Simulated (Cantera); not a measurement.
Premixed flame

A freely propagating, adiabatic, planar premixed flame of 41.6 % H2, 12.2 % O2, 46.2 % N2, equivalence ratio 1.7, unburnt at 350 K and 2030 Torr; mixture-averaged transport, grid criteria slope 0.08 and curve 0.16, no radiation.

Model: the H2/O2 subset of GRI-Mech 3.0, which has no nitrogen chemistry, integrated in Cantera. The hydrogen kinetics of GRI-Mech 3.0 are dated; newer H2 mechanisms differ, most at raised pressure. Burning velocities carry a grid error of a few per cent, more on coarse grids.

```csv
z (mm),T (K),u (m/s),x H2,x O2,x HO2,x H2O,x H,x O
-0.288,350,3.96,0.416,0.122,<1e-8,<1e-8,<1e-8,<1e-8
-0.192,350,3.96,0.416,0.122,<1e-8,<1e-8,<1e-8,<1e-8
-0.144,350,3.96,0.416,0.122,<1e-8,7.06e-8,<1e-8,<1e-8
-0.0960,351,3.96,0.415,0.122,3.70e-7,2.39e-6,<1e-8,1.72e-8
-0.0480,389,4.34,0.406,0.124,0.000187,0.000896,4.02e-6,2.83e-6
-0.0240,691,7.43,0.368,0.118,0.000675,0.0236,0.00251,0.000165
0,1133,11.8,0.300,0.0915,0.000253,0.0879,0.0191,0.00146
0.0240,1452,15.0,0.228,0.0488,0.000113,0.171,0.0420,0.00324
0.0480,1630,16.8,0.185,0.0190,4.18e-5,0.227,0.0546,0.00290
0.0960,1782,18.2,0.167,0.00297,6.28e-6,0.258,0.0540,0.00162
0.192,1904,19.3,0.171,0.000730,1.65e-6,0.265,0.0417,0.000991
0.384,2009,20.2,0.177,0.000361,8.57e-7,0.269,0.0290,0.000532
0.768,2091,20.9,0.183,0.000158,4.02e-7,0.273,0.0185,0.000235
```
x: mole fraction of selected species; z is measured from the peak of heat release.

```
Item                         Result
------------------------  ---------
laminar burning velocity   396 cm/s
thermal thickness         0.0960 mm
peak x(HO2)                0.000843
peak x(H)                    0.0567
peak x(O)                   0.00333
grid points                     112
```
